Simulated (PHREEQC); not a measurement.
Solution (20 °C): 0.013 mol NaHCO3, 0.02 mol NaOH and 7.7e-05 mol NaCl per kg of water. Closed to the air; pH follows from the charge balance.

The numbers come from PHREEQC with the ion-association model, phreeqc.dat.

Precipitation was switched off in this run.

Question: Order these C species by the share of C that they hold, largest first: NaCO3-, HCO3-, CO3-2.

Answer: CO3-2 (81 %), NaCO3- (18 %), HCO3- (1.3 %)

The pH is 11.94 and the ionic strength 0.0413 mol/kgw. Species that the database lacks are ignored.
